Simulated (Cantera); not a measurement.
Input: 1 mol Cu2O, 0.45 mol H2, 5.2 mol N2, at 1.00 bar.

These are equilibrium values from Cantera (NASA tables, ideal gas, pure condensed phases), not measurements of a reactor. Candidate condensed phases: Cu, CuO, Cu(OH)2, Cu2O, H2O; 27 gas species. Each liquid is taken as pure. Mutual solubility and eutectic melting of coexisting phases are not modelled. The numbers say what is thermodynamically allowed, not how fast it happens.

**Question.** Which condensed phases are stable at each of these points (T (K)): 848, 923, 998, 1073, 1148, 1223, 1298, 1373, 1448, 1523, 1598, 1673?

**Answer.** 
| T (K) | condensed phases | Cu condensed (%) |
|---|---|---|
| 848 | Cu(s) + Cu2O(s) | 100.0 |
| 923 | Cu(s) + Cu2O(s) | 100.0 |
| 998 | Cu(s) + Cu2O(s) | 100.0 |
| 1073 | Cu(s) + Cu2O(s) | 100.0 |
| 1148 | Cu(s) + Cu2O(s) | 100.0 |
| 1223 | Cu(s) + Cu2O(s) | 100.0 |
| 1298 | Cu(s) + Cu2O(s) | 100.0 |
| 1373 | Cu(l) + Cu2O(s) | 100.0 |
| 1448 | Cu(l) + Cu2O(s) | 100.0 |
| 1523 | Cu(l) + Cu2O(l) | 100.0 |
| 1598 | Cu(l) + Cu2O(l) | 100.0 |
| 1673 | Cu(l) + Cu2O(l) | 100.0 |

From 848 K to 1298 K the condensed part is Cu(s) + Cu2O(s). From 1373 K to 1448 K the condensed part is Cu(l) + Cu2O(s). From 1523 K to 1673 K the condensed part is Cu(l) + Cu2O(l).
